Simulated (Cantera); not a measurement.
Feed: 1 mol SiCl4, 0.044 mol CH4, 16 mol H2, at 10000 Pa.

Equilibrium computed with Cantera from the NASA thermochemical tables; the gas is ideal and each condensed phase is pure. Candidate condensed phases: C, C6H6, C7H8, C8H18, Si, SiC; 109 gas species. Mutual solubility and eutectic melting of coexisting phases are not modelled. Gases not in the tables: Si2H6 and higher silanes. Equilibrium is a limit: real reactors are often held back by kinetics, nucleation or transport.

Q: Which condensed phases are stable at each of these points (T (K)): 1373, 1473, 1573, 1673, 1773, 1873, 1973, 2073, 2173, 2273?

A: 
```json
[
 {"T (K)": "1373", "condensed phases": "Si(s) + SiC(s)", "Si condensed (%)": "9.6"},
 {"T (K)": "1473", "condensed phases": "Si(s) + SiC(s)", "Si condensed (%)": "6.3"},
 {"T (K)": "1573", "condensed phases": "SiC(s)", "Si condensed (%)": "4.4"},
 {"T (K)": "1673", "condensed phases": "SiC(s)", "Si condensed (%)": "4.4"},
 {"T (K)": "1773", "condensed phases": "Si(l) + SiC(s)", "Si condensed (%)": "5.1"},
 {"T (K)": "1873", "condensed phases": "Si(l) + SiC(s)", "Si condensed (%)": "9.3"},
 {"T (K)": "1973", "condensed phases": "Si(l) + SiC(s)", "Si condensed (%)": "12.6"},
 {"T (K)": "2073", "condensed phases": "Si(l) + SiC(s)", "Si condensed (%)": "14.3"},
 {"T (K)": "2173", "condensed phases": "Si(l) + SiC(s)", "Si condensed (%)": "12.5"},
 {"T (K)": "2273", "condensed phases": "SiC(s)", "Si condensed (%)": "3.1"}
]
```

From 1373 K to 1473 K the condensed part is Si(s) + SiC(s). From 1573 K to 1673 K the condensed part is SiC(s). From 1773 K to 2173 K the condensed part is Si(l) + SiC(s). At 2273 K the condensed part is SiC(s).
